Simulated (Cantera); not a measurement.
**(CH₃)₂SiCl₂ + H₂ (silicon carbide growth)**

Feed: 1 mol (CH₃)₂SiCl₂, a varied amount of H₂, at 2223 K and 0.00350 bar.

These are equilibrium values from Cantera (NASA tables, ideal gas, pure condensed phases), not measurements of a reactor. Candidate condensed phases: C, C₆H₆, C₇H₈, C₈H₁₈, Si, SiC; 109 gas species. The feed counts by its element totals alone. The tables' values for SiCl are old estimates; treat these amounts as uncertain. Gases not in the tables: Si₂H₆ and higher silanes. The numbers say what is thermodynamically allowed, not how fast it happens.

| n(H₂) (mol) | x H₂ | x HCl | x H | x Si | x Cl | n C(graphite) | n SiC(s) |
|---|---|---|---|---|---|---|---|
| 8.1 | 0.738 | 0.130 | 0.0930 | 0.0151 | 0.0119 | 1.22 | 0.667 |
| 11 | 0.764 | 0.107 | 0.0947 | 0.0151 | 0.00959 | 1.24 | 0.621 |
| 15 | 0.788 | 0.0853 | 0.0961 | 0.0151 | 0.00756 | 1.27 | 0.550 |
| 21 | 0.809 | 0.0656 | 0.0974 | 0.0151 | 0.00574 | 1.32 | 0.437 |
| 28 | 0.824 | 0.0517 | 0.0983 | 0.0151 | 0.00448 | 1.39 | 0.301 |
| 38 | 0.837 | 0.0397 | 0.0990 | 0.0151 | 0.00341 | 1.49 | 0.102 |
| 52 | 0.849 | 0.0301 | 0.0998 | 0.0130 | 0.00257 | 1.50 | 0 |
| 71 | 0.860 | 0.0227 | 0.100 | 0.0101 | 0.00193 | 1.39 | 0 |
| 97 | 0.869 | 0.0170 | 0.101 | 0.00767 | 0.00143 | 1.25 | 0 |
| 130 | 0.875 | 0.0129 | 0.101 | 0.00589 | 0.00108 | 1.07 | 0 |
x: gas mole fraction; n: condensed amount in mol.

From 8.1 mol H₂ to 38 mol H₂ the condensed part is C(graphite) + SiC(s). From 52 mol H₂ to 130 mol H₂ the condensed part is C(graphite). The main Si-bearing gas is Si throughout.
